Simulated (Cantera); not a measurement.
Input: 1 mol Fe₂O₃, a varied amount of H₂, equilibrated at 1698.15 K and 4200 Pa.

Equilibrium computed with Cantera from the NASA thermochemical tables; the gas is ideal and each condensed phase is pure. Candidate condensed phases: Fe, FeO, Fe(OH)₂, Fe(OH)₃, Fe₂O₃, Fe₃O₄, H₂O; 12 gas species. Mutual solubility and eutectic melting of coexisting phases are not modelled. The tables' stoichiometric FeO is somewhat more stable than real wüstite, so its field is too wide. FeO: taken at fixed stoichiometry. Rates play no part.

x: gas mole fraction; n: condensed amount in mol.

```csv
n(H₂) (mol),x H₂,x H₂O,x H,x Fe,x Fe(OH)₂,x OH,x FeO,n FeO(l),n Fe(δ)
1.4,0.285,0.714,0.000378,2.73e-5,5.60e-5,4.86e-5,5.77e-7,2.00,0
2.4,0.583,0.417,0.000539,9.54e-5,3.26e-5,1.98e-5,5.77e-7,2.00,0
4.1,0.680,0.319,0.000583,0.000145,2.50e-5,1.41e-5,5.77e-7,1.69,0.309
7.1,0.680,0.319,0.000583,0.000145,2.50e-5,1.41e-5,5.77e-7,…,…
12,…,…,0.000612,0.000145,…,…,…,0,2.00
21,0.856,0.143,0.000654,0.000145,3.97e-6,5.61e-6,2.05e-7,0,2.00
35,0.914,0.0857,0.000675,0.000145,1.34e-6,3.26e-6,1.15e-7,0,1.99
61,0.950,0.0492,0.000689,0.000145,4.25e-7,1.83e-6,6.37e-8,0,1.99
100,0.969,0.0300,0.000696,0.000145,1.55e-7,1.11e-6,3.81e-8,0,1.99
180,0.982,0.0167,0.000700,0.000145,4.72e-8,6.11e-7,2.09e-8,0,1.97
```

Task: Fill in the missing entries.

Result: 
- 7.1, n FeO(l): 0.733
- 7.1, n Fe(δ): 1.27
- 12, x H₂: 0.749
- 12, x H₂O: 0.250
- 12, x Fe(OH)₂: 1.39e-5
- 12, x OH: 1.05e-5
- 12, x FeO: 4.10e-7
